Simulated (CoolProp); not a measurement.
Vapour-liquid equilibrium of carbon dioxide (1) + neopentane (2) at 279.1 K; x and y are mole fractions of (1).

Values from CoolProp's multi-fluid Helmholtz-energy mixture model, Span 1996 and Lemmon 2006; pair parameters Bell 2016.

Question: Give the bubble pressure and the first vapour's composition at x = 0.65, 0.8, 0.95. Is there an azeotrope?

Answer: x = 0.65: 2.649 MPa, y = 0.966; x = 0.8: 3.124 MPa, y = 0.976; x = 0.95: 3.785 MPa, y = 0.992. No azeotrope shows between x = 0.05 and 0.95.

Pair parameters are fitted to limited data, so mixtures are less certain than the pure fluids. The gap from Raoult's law changes sign with composition, which may be real or a fault of the pair parameters; it wasn't checked against measurements.
